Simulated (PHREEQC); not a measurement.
Dissolve 8.7e-05 mol/kgw Pb(NO3)2, 5.1e-07 mol/kgw H3AsO4 and 0.0017 mol/kgw Na2SO4 at 25 °C. Closed to the air; pH follows from the charge balance.

All values are PHREEQC results (ion-association model, wateq4f.dat), not measurements.

Q: The ionic strength comes out as 0.00520 mol/kgw. What activity coefficients do Pb+2, H+, Na+, SO4-2, NaSO4- get?

A: Pb+2 0.73, H+ 0.93, Na+ 0.93, SO4-2 0.74, NaSO4- 0.93.

This is a speciation only: nothing precipitates in the calculation. The solution is supersaturated, for example in Anglesite, Larnakite, so a real one may precipitate; this is no full list. The database has no arsenate complexes of Pb.
